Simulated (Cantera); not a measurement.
An isothermal, constant-pressure homogeneous reactor starts with CH4 : H2 : CO2 = 0.015 : 1 : 0.014 (molar parts), at 2275 K and 0.0168 atm.

Model: GRI-Mech 3.0 (53 species, 325 reactions), integrated in Cantera. Radical loss at walls, strong at low pressure, is not modelled.

x: mole fraction; the columns are a selection and need not sum to one.

```tsv
t (s)	x CH4	x H2	x CO2	x C2H2	x CH2O	x H
0.000400	0.0141	0.970	0.0134	8.45e-7	8.84e-8	0.00163
0.00103	0.0134	0.966	0.0122	2.72e-5	2.81e-7	0.00414
0.00265	0.0112	0.956	0.00701	0.000498	5.16e-7	0.00975
0.00684	…	0.946	…	…	…	…
0.0176	0.00143	0.943	3.32e-5	0.00554	1.76e-7	0.0226
0.0454	0.000467	0.940	3.19e-5	0.00536	7.10e-8	0.0278
0.117	…	0.936	…	…	…	…
0.301	9.47e-5	0.929	1.30e-5	0.00184	8.67e-9	0.0426
0.776	2.42e-5	0.920	3.26e-6	0.000765	9.51e-10	0.0537
2.00	5.38e-6	0.912	2.72e-7	0.000477	1.81e-10	0.0615
```

### Question
What belongs in the gaps?

### Answer

- 0.00684, x CH4: 0.00563
- 0.00684, x CO2: 0.000432
- 0.00684, x C2H2: 0.00320
- 0.00684, x CH2O: 4.59e-7
- 0.00684, x H: 0.0171
- 0.117, x CH4: 0.000253
- 0.117, x CO2: 2.59e-5
- 0.117, x C2H2: 0.00376
- 0.117, x CH2O: 3.66e-8
- 0.117, x H: 0.0340
